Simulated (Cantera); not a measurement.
Feed: 1 mol V2O3, 460 mol H2, 1.5 mol N2, equilibrated at 5900 Pa.

Equilibrium computed with Cantera from the NASA thermochemical tables; the gas is ideal and each condensed phase is pure. Candidate condensed phases: H2O, V, VN, VO, V2O3, V2O4, V2O5; 28 gas species. VO: taken at fixed stoichiometry. Kinetics and transport are ignored.

At 1725 K, list the 4 most abundant gas species with their mole fractions, and the condensed phases.

H2 0.994, N2 0.00325, H2O 0.00217, H 0.000762. Condensed: VO(s).
